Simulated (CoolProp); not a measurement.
Vapour-liquid equilibrium of ethane (1) + n-butane (2) at 0.494 MPa; x and y are mole fractions of (1).

The numbers come from the multi-fluid Helmholtz-energy mixture model, Bücker 2006 and Bücker 2006; pair parameters Kunz 2012 in CoolProp.

| x | bubble temperature (°C) | y at the bubble point | dew temperature at overall composition x (°C) | liquid density (mol/L) |
|---|---|---|---|---|
| 0.05 | 34.8 | 0.341 | 47.9 | 9.799 |
| 0.15 | 10.1 | 0.713 | 43.7 | 10.64 |
| 0.25 | -7.3 | 0.862 | 39.2 | 11.39 |
| 0.35 | -19.4 | 0.926 | 34.3 | 12.07 |
| 0.45 | -28.3 | 0.958 | 28.8 | 12.72 |
| 0.55 | -35.0 | 0.974 | 22.7 | 13.38 |
| 0.65 | -40.3 | 0.984 | 15.4 | 14.03 |
| 0.75 | -44.6 | 0.991 | 6.5 | 14.71 |
| 0.85 | -48.3 | 0.995 | -5.4 | 15.41 |
| 0.95 | -51.5 | 0.999 | -25.8 | 16.13 |

No azeotrope shows between x = 0.05 and 0.95.

Pair parameters are fitted to limited data, so mixtures are less certain than the pure fluids.
